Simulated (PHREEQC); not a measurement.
Sulfide liquor: speciation

A solution holds 0.0017 mol/kgw Na2S, at 25 °C. Closed to the air; pH follows from the charge balance.

Computed with PHREEQC (ion-association model, phreeqc.dat).

This is a speciation only: nothing precipitates in the calculation.

### Question
What pH, ionic strength does the model give?

### Answer
pH 11.19; ionic strength 0.00344 mol/kgw.
